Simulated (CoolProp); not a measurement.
CF4 (R14) at several states: density (kg/m³) from the reference equation and from simpler models built on Tc = 227.4 K, pc = 3762 kPa, ω = 0.178; each cubic takes its own stable root.

The numbers come from the reference Helmholtz-energy equation of state, Platzer 1990 in CoolProp. This equation is an older, rougher fit; its heat capacities, sound speeds and derivatives of the liquid may be far off and weren't checked against measurements.

```csv
T (K),p (kPa),phase,reference,van der Waals,Redlich-Kwong,Soave-Redlich-Kwong,Peng-Robinson
206.1,397,gas,21.47,21.26,21.45,21.48,21.58
229.4,6410,supercritical,1036,771.6,930.3,926.5,1027
386.2,3020,gas,85.54,87.84,86.84,84.96,86.23
303,1750,gas,65.07,65.70,65.54,64.80,65.64
221.6,201,gas,9.796,9.768,9.795,9.797,9.818
```
